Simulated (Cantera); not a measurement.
Feed: 1 mol MgO, 21 mol HCl, 0.55 mol O2, 6.1 mol Cl2, at 1825 K and 0.0225 Torr.

Equilibrium computed with Cantera from the NASA thermochemical tables; the gas is ideal and each condensed phase is pure. Candidate condensed phases: H2O, Mg, MgCl2, MgO, Mg(OH)2; 22 gas species. Equilibrium is a limit: real reactors are often held back by kinetics, nucleation or transport.

Base state: HCl 0.505, Cl 0.400, H2O 0.0411, MgCl2 0.0283, O2 0.00720, H 0.00622, H2 0.00599, OH 0.00298 (mole fractions); condensed: gas only.

What changes in the equilibrium state with this change: temperature from 1825 K to 1048 K?


```csv
species,before,after
HCl,0.505,0.727
Cl2,3.81e-5,0.157
Cl,0.400,0.0558
H2O,0.0411,0.000806
O2,0.00720,0.0322
MgCl2,0.0283,0.0271
H,0.00622,<1e-9
H2,0.00599,<1e-9
Mg,0.000540,<1e-9
"MgO(s), mol",0,0.219
```

What changes in the equilibrium state with this change: temperature from 1825 K to 1525 K?


```json
[
 {"species": "HCl", "before": "0.505", "after": "0.601"},
 {"species": "Cl", "before": "0.400", "after": "0.330"},
 {"species": "MgCl2", "before": "0.0283", "after": "0.0299"},
 {"species": "H2O", "before": "0.0411", "after": "0.0130"},
 {"species": "O2", "before": "0.00720", "after": "0.0246"},
 {"species": "Mg", "before": "0.000540", "after": "3.08e-8"},
 {"species": "MgCl", "before": "0.000160", "after": "4.75e-7"}
]
```
